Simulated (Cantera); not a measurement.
Charge: 1 mol C2F6, 0.87 mol F2, 0.84 mol HCl, held at 625 °C and 1.00 bar.

Cantera equilibrium calculation (NASA polynomials, part measured and part estimated; ideal gas, pure solids and liquids). The feed counts by its element totals alone. Condensed phases not in the tables: fluorocarbon polymer. Gases not in the tables: C2F6 and larger saturated fluorocarbons. The numbers say what is thermodynamically allowed, not how fast it happens.

```json
[
 {"species": "CF4", "before": "0.653", "after": "0.928"},
 {"species": "HCl", "before": "0.225", "after": "0.0299"},
 {"species": "HF", "before": "0.0742", "after": "0.0238"},
 {"species": "Cl2", "before": "0.0247", "after": "0.00506"},
 {"species": "CClF3", "before": "0.0222", "after": "0.0131"},
 {"species": "CCl4", "before": "1.43e-5", "after": "5.97e-7"},
 {"species": "CCl3F", "before": "6.07e-5", "after": "6.13e-6"},
 {"species": "CCl2F2", "before": "0.00112", "after": "0.000274"},
 {"species": "Cl", "before": "1.12e-5", "after": "5.07e-6"},
 {"species": "C(graphite), mol", "before": "0.0997", "after": "0.0702"}
]
```
Gas species are given as mole fractions.

Task: Name the change that produced these shifts.
(A) C2F6 replaced by CH2F2
(B) pressure from 1.00 bar to 1.80 mbar
(C) HCl from 0.84 to 0.11 mol
(D) temperature from 625 °C to 1300 °C

Result: C, HCl from 0.84 to 0.11 mol
